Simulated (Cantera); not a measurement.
A Cantera script and what it prints.

```python
import numpy as np
import cantera as ct

gas_names = [...]  # 92 gases of nasa_gas.yaml made of C, H, N
cond_names = """
    C(gr) C6H6(L) C7H8(L) C8H18(L),n-octa
""".split()


# ... load() reads the species with a 1 bar reference pressure and builds the phases ...
atoms = {
    'toluene': {'C': 7, 'H': 8},
    'NH3': {'N': 1, 'H': 3},
    'N2': {'N': 2},
}
top_T = {'C(gr)': 4500}  # K; cautious upper limits of use, not melting points


# ... equilibrate(T, P, feed) seeds the gas with the atoms and calls Mixture.equilibrate('TP', solver="vcs", rtol=1e-11, max_steps=5000) ...
results = []
feed = {'toluene': 1, 'NH3': 0.13, 'N2': 1.5}  # mol
T = 775  # K
P = 101325  # Pa
mix = equilibrate(T, P, feed)
results.append((T, P, feed, dict(zip(mix.species_names, mix.species_moles))))
print(gas.report(threshold=0.001))
for i in range(1, mix.n_phases):
    print(f"{mix.phase(i).name:16s} {mix.phase_moles(i):12.5e} mol")
```

Output:

```
       temperature   775 K
          pressure   1.0132e+05 Pa
           density   0.23644 kg/m^3
  mean mol. weight   15.037 kg/kmol
   phase of matter   gas

                          1 kg             1 kmol
                     ---------------   ---------------
          enthalpy       -2.9083e+05       -4.3731e+06  J
   internal energy       -7.1937e+05       -1.0817e+07  J
           entropy             13930        2.0946e+05  J/K
    Gibbs function       -1.1087e+07        -1.667e+08  J
 heat capacity c_p            2627.4             39507  J/K
 heat capacity c_v            2074.4             31192  J/K

                      mass frac. Y      mole frac. X     chem. pot. / RT
                     ---------------   ---------------   ---------------
               CH4            0.3011           0.28221            -36.99
                H2          0.049474           0.36901           -17.895
                N2           0.64883           0.34826           -25.291
     [  +89 minor]        0.00059474        0.00052273

C(gr)             5.73274e+00 mol
```

Method: chemical equilibrium by Gibbs-energy minimisation in Cantera with the NASA 1993 tables (ideal gas, pure condensed phases).
